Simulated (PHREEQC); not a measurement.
Make-up at 20 °C: 11 mmol/kgw KF. Closed to the air; pH follows from the charge balance.

All values are PHREEQC results (ion-association model, phreeqc.dat), not measurements.

Precipitation was switched off in this run.

Question: Estimate the pH, specific conductance.

Answer: pH 7.65; specific conductance 1170 µS/cm.

Species that the database lacks are ignored.
